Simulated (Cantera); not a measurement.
A Cantera script and what it prints.

```python
import numpy as np
import cantera as ct

gas_names = """
    N NO NO2 NO3 N2 N2O O O2 O3 S SN SO SO2 SO3 S2 S2O S8
""".split()
cond_names = """
    S(cr1) S(cr2) S(L)
""".split()


# ... load() reads the species with a 1 bar reference pressure and builds the phases ...
atoms = {
    'S': {'S': 1},
    'SO2': {'S': 1, 'O': 2},
    'N2': {'N': 2},
}
top_T = {}  # K; cautious upper limits of use, not melting points


# ... equilibrate(T, P, feed) seeds the gas with the atoms and calls Mixture.equilibrate('TP', solver="vcs", rtol=1e-11, max_steps=5000) ...
results = []
feed = {'S': 1, 'SO2': 0.018, 'N2': 0.45}  # mol
T = 1773.15  # K
P = 18  # Pa
mix = equilibrate(T, P, feed)
results.append((T, P, feed, dict(zip(mix.species_names, mix.species_moles))))
print(gas.report(threshold=0.001))
for i in range(1, mix.n_phases):
    print(f"{mix.phase(i).name:16s} {mix.phase_moles(i):12.5e} mol")
```

It prints:

```
       temperature   1773.2 K
          pressure   18 Pa
           density   5.6574e-05 kg/m^3
  mean mol. weight   46.337 kg/kmol
   phase of matter   gas

                          1 kg             1 kmol
                     ---------------   ---------------
          enthalpy         2.588e+06        1.1992e+08  J
   internal energy        2.2698e+06        1.0518e+08  J
           entropy            7537.3        3.4926e+05  J/K
    Gibbs function       -1.0777e+07       -4.9936e+08  J
 heat capacity c_p            804.16             37262  J/K
 heat capacity c_v            624.73             28948  J/K

                      mass frac. Y      mole frac. X     chem. pot. / RT
                     ---------------   ---------------   ---------------
                N2           0.27513           0.45508           -35.952
                 S           0.02139          0.030915           -16.071
                SO          0.023527          0.022684           -42.592
               SO2         0.0093012         0.0067281           -69.114
                S2           0.67019           0.48432           -32.142
     [  +12 minor]        0.00045867         0.0002697

S(L)              0.00000e+00 mol
```

Equilibrium computed with Cantera from the NASA thermochemical tables; the gas is ideal and each condensed phase is pure.
